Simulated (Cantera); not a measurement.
## C2F6 + HCl (fluorocarbon and chlorocarbon gases)

Feed: 1 mol C2F6, 0.22 mol HCl, at 21.8 Torr.

Cantera equilibrium calculation (NASA polynomials, part measured and part estimated; ideal gas, pure solids and liquids). Candidate condensed phases: C, C6H6, C7H8, C8H18; 118 gas species. The feed counts by its element totals alone. The tables' values for C2F4 are old estimates; treat these amounts as uncertain. Gases not in the tables: C2F6 and larger saturated fluorocarbons. Rates play no part.

```tsv
T (°C)	x CF4	x F	x CF2	x HF	x Cl	x Cl2	x CF	x CF3	x HCl	x CClF3	n C(graphite)
1050	0.809	8.93e-7	1.12e-5	0.107	0.0177	0.0394	2.40e-11	5.67e-6	0.0164	0.0105	0.543
1250	0.788	3.88e-5	0.000312	0.114	0.0604	0.0228	7.84e-9	8.37e-5	0.00712	0.00733	0.548
1450	0.768	0.000703	0.00396	0.115	0.0994	0.00611	6.59e-7	0.000653	0.00235	0.00355	0.549
1650	0.734	0.00693	0.0289	0.114	0.110	0.00119	2.17e-5	0.00324	0.000713	0.00146	0.528
1850	0.604	0.0428	0.133	0.105	0.104	0.000235	0.000351	0.0105	0.000228	0.000548	0.432
2050	0.296	0.168	0.353	0.0806	0.0802	4.07e-5	0.00305	0.0184	6.80e-5	0.000131	0.170
2250	0.0465	0.389	0.426	0.0562	0.0561	6.96e-6	0.0136	0.0115	2.54e-5	1.33e-5	0.0497
2450	0.00291	0.592	0.274	0.0455	0.0455	1.87e-6	0.0361	0.00312	1.80e-5	8.49e-7	0.465
```
x: gas mole fraction; n: condensed amount in mol.

From 1050 °C to 2450 °C the condensed part is C(graphite). The main C-bearing gas is CF4 at 1050 °C and CF2 at 2450 °C.
